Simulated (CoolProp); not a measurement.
R507A along the isobar 3.87 MPa: density (kg/m³) from the reference equation and from simpler models built on Tc = 343.8 K, pc = 3.705 MPa, ω = 0.286; each cubic takes its own stable root.

Values from CoolProp's reference Helmholtz-energy equation of state, Lemmon 2003. It is a pseudo-pure fit of the blend.

| T (K) | phase | reference | van der Waals | Redlich-Kwong | Peng-Robinson |
|---|---|---|---|---|---|
| 259.7 | liquid | 1223 | [?] | 1023 | 1208 |
| 289.7 | liquid | [?] | 662.7 | 911.5 | [?] |
| 319.8 | liquid | 962.4 | 578.9 | 759.2 | 892.5 |
| 349.8 | supercritical | 290.3 | 279.8 | 283.6 | 287.6 |
| 379.9 | supercritical | 175.8 | 178.3 | 177.9 | [?] |
| 409.9 | supercritical | 143.2 | 147.6 | 146.0 | 144.2 |
| 439.9 | supercritical | 124.2 | 128.8 | [?] | 124.8 |
| 470 | supercritical | 110.9 | 115.3 | 113.4 | [?] |
| 500 | supercritical | 100.9 | 105.0 | 103.2 | 101.1 |

**Question.** Fill in the missing entries.

**Answer.** 
- 259.7, van der Waals: 723.4
- 289.7, reference: 1112
- 289.7, Peng-Robinson: 1080
- 379.9, Peng-Robinson: 177.4
- 439.9, Redlich-Kwong: 126.9
- 470, Peng-Robinson: 111.3
